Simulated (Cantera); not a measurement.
Feed: 1 mol SiHCl3, 0.009 mol C2H4, 5.5 mol H2, held at 57.0 mbar.

Equilibrium computed with Cantera from the NASA thermochemical tables; the gas is ideal and each condensed phase is pure. Candidate condensed phases: C, C6H6, C7H8, C8H18, Si, SiC; 109 gas species. Mutual solubility and eutectic melting of coexisting phases are not modelled. The tables' values for SiCl3, SiCl are old estimates; treat these amounts as uncertain. Gases not in the tables: Si2H6 and higher silanes. Rates play no part.

log p: log10 of the partial pressure in bar; n: condensed amount in mol.

```tsv
T (K)	log p H2	log p HCl	log p SiCl2	log p H	n Si(s)	n SiC(s)	n Si(l)
1575	-1.38	-2.06	-2.21	-5.07	0.0944	0.0180	0
1650	-1.38	-2.06	-2.19	-4.73	0.0790	0.0180	0
1725	-1.38	-2.05	-2.18	-4.42	0	0.0180	0.0822
1800	-1.39	-2.03	-2.19	-4.14	0	0.0180	0.103
1875	-1.39	-2.02	-2.20	[?]	0	0.0180	[?]
1950	-1.39	-2.00	-2.21	-3.64	0	0.0179	0.140
2025	-1.40	-1.99	-2.22	[?]	0	0.0177	0.152
2100	-1.40	-1.98	-2.23	-3.21	0	0.0172	0.156
```

### Question
Some entries are withheld; supply them.

### Answer

- 1875, log p H: -3.88
- 1875, n Si(l): 0.123
- 2025, log p H: -3.41
